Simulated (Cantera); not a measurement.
Gas activation for diamond growth

An isothermal, constant-pressure homogeneous reactor starts with 1.63 % CH₄, 96.0 % H₂, 2.40 % CO₂, at 2400 K and 240 Torr.

Detailed kinetics in Cantera: GRI-Mech 3.0 (53 species, 325 reactions).

| t (s) | x CH₄ | x H₂ | x CO₂ | x CH₃ | x HCO | x H₂O | x O₂ |
|---|---|---|---|---|---|---|---|
| 0.000300 | 0.00429 | 0.923 | 0.000233 | 0.00170 | 2.57e-7 | 0.0223 | 1.22e-8 |
| 0.00111 | 0.000976 | 0.923 | 9.63e-5 | 0.000456 | 1.06e-7 | 0.0200 | 1.37e-8 |
| 0.00413 | 0.000483 | 0.924 | 8.48e-5 | 0.000243 | 7.48e-8 | 0.0149 | 8.93e-9 |
| 0.0153 | 0.000158 | 0.926 | 6.09e-5 | 8.29e-5 | 5.95e-8 | 0.00907 | 3.71e-9 |
| 0.0569 | 2.88e-6 | 0.927 | 5.10e-5 | 1.55e-6 | 5.56e-8 | 0.00726 | 2.50e-9 |
| 0.211 | 2.08e-9 | 0.927 | 5.09e-5 | 1.12e-9 | 5.55e-8 | 0.00724 | 2.49e-9 |
| 0.783 | 2.08e-9 | 0.927 | 5.09e-5 | 1.12e-9 | 5.55e-8 | 0.00724 | 2.49e-9 |
| 2.91 | 2.08e-9 | 0.927 | 5.09e-5 | 1.12e-9 | 5.55e-8 | 0.00724 | 2.49e-9 |
| 10.8 | 2.08e-9 | 0.927 | 5.09e-5 | 1.12e-9 | 5.55e-8 | 0.00724 | 2.49e-9 |
| 40.0 | 2.08e-9 | 0.927 | 5.09e-5 | 1.12e-9 | 5.55e-8 | 0.00724 | 2.49e-9 |
x: mole fraction; the columns are a selection and need not sum to one.

Equilibrium at this temperature and pressure: CH₄ 2.39e-9, H₂ 0.927, CO₂ 5.09e-5, CH₃ 1.28e-9, HCO 5.55e-8, H₂O 0.00724, O₂ 2.49e-9 (gas phase only).
